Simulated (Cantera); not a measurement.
A freely propagating, adiabatic, planar premixed flame of H2 : O2 : N2 = 1 : 0.556 : 2.22 (molar parts), equivalence ratio 0.90, unburnt at 400 K and 1.90 bar; mixture-averaged transport, grid criteria slope 0.08 and curve 0.16, no radiation.

Computed with Cantera and the H2/O2 subset of GRI-Mech 3.0, which has no nitrogen chemistry. Burning velocities carry a grid error of a few per cent, more on coarse grids.

Question: Predict: laminar burning velocity; thermal thickness; peak x(H2O2); peak x(O); peak x(HO2).

Answer: 
```
Quantity                     Value
------------------------  --------
laminar burning velocity  288 cm/s
thermal thickness         0.172 mm
peak x(H2O2)               9.13e-5
peak x(O)                  0.00867
peak x(HO2)               0.000614
```
